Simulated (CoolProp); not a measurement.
Vapour-liquid equilibrium of propane (1) + R114 (2) at 12.9 bar; x and y are mole fractions of (1).

The numbers come from the multi-fluid Helmholtz-energy mixture model, Lemmon 2009 and Platzer 1990; pair parameters Bell 2016 in CoolProp. This equation is an older, rougher fit; its heat capacities, sound speeds and derivatives of the liquid may be far off and weren't checked against measurements.

**Question.** Give the bubble temperature and the first vapour's composition at x = 0.425, 0.5, 0.95. Is there an azeotrope?

**Answer.** x = 0.425: 333.5 K, y = 0.667; x = 0.5: 329.6 K, y = 0.726; x = 0.95: 312.2 K, y = 0.977. No azeotrope shows between x = 0.05 and 0.95.

The pair parameters rest on a limited set of measurements; away from them the model extrapolates.
